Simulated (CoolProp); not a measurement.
500 sccm (0 °C, 1 atm) of nitrogen bubbles through liquid 1,2-dichloroethane at 299.7 K and leaves saturated at a total pressure of 0.15 MPa (ideal gas phase). Each further row changes one setting.

Computed with CoolProp (reference Helmholtz-energy equation of state, Thol 2015).

```csv
case,vapour pressure (kPa),mole fraction of vapour,delivery (mg/min),delivery (sccm),change of delivery for a bath 1 K warmer (%)
as stated,11.3,0.0754,180,40.8,5.2
bath temperature 304.7 K,14.3,0.0951,232,52.5,5.1
total pressure 0.3 MPa,11.3,0.0377,86.5,19.6,5.0
```
